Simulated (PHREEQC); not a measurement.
A column of 1 m (30 cells, dispersivity 0.05 m, 300 s a shift, diffusion coefficient 3e-10 m²/s) holds 0.0076 eq of the database's cation exchanger X per kg of pore water, first in equilibrium with 0.024 mol BaCl2 and 1e-05 mol HCl per kg of water. It is flushed with 1.8 mmol/kgw BaCl2, 9.9 mmol/kgw CaCl2 and 0.01 mmol/kgw HCl, at 40 °C. Values are for the last cell. CO2 from the air is kept out. Nothing may precipitate in this run.

The series has 31 steps of pore volumes, from 0 to 3.017.

All values are PHREEQC results (ion-association model, phreeqc.dat), not measurements.

Q: After how many pore volumes does Ca at the outlet first reach half of its feed value?

A: By 1.3 pore volumes.

Complexes and solids missing from the database can't appear. At this temperature some constants are extrapolated from 25 °C, and those without enthalpy data are left unchanged.
